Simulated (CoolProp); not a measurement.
Dodecamethylcyclohexasiloxane (D6) along the isobar 2.81 bar: Z from the reference equation and from simpler models built on Tc = 645.8 K, pc = 9.614 bar, ω = 0.736; each cubic takes its own stable root.

Values from CoolProp's reference Helmholtz-energy equation of state, Colonna 2008. It is a short technical equation, of lower accuracy than the large ones.

```
T (K)   phase  reference
-----  ------  ---------
279    liquid    0.05445
286.3  liquid    0.05349
293.6  liquid    0.05259
300.9  liquid    0.05174
308.2  liquid    0.05093
315.5  liquid    0.05017
322.8  liquid    0.04946
330    liquid    0.04879
337.3  liquid    0.04815
344.6  liquid    0.04754
351.9  liquid    0.04697
359.2  liquid    0.04643
366.5  liquid    0.04591
373.8  liquid    0.04543
381.1  liquid    0.04498
388.4  liquid    0.04455
```

Q: How far does each simpler model (Redlich-Kwong, Soave-Redlich-Kwong, Peng-Robinson) lie from the reference over these 16 states: mean and median of the absolute difference, and the worst?

A: 
- Redlich-Kwong: mean 21.1 %, median 20.9 %, worst +22.6 % at 279 K and 2.81 bar
- Soave-Redlich-Kwong: mean 13.4 %, median 13.3 %, worst +16.7 % at 279 K and 2.81 bar
- Peng-Robinson: mean 1.8 %, median 1.5 %, worst +4.3 % at 279 K and 2.81 bar
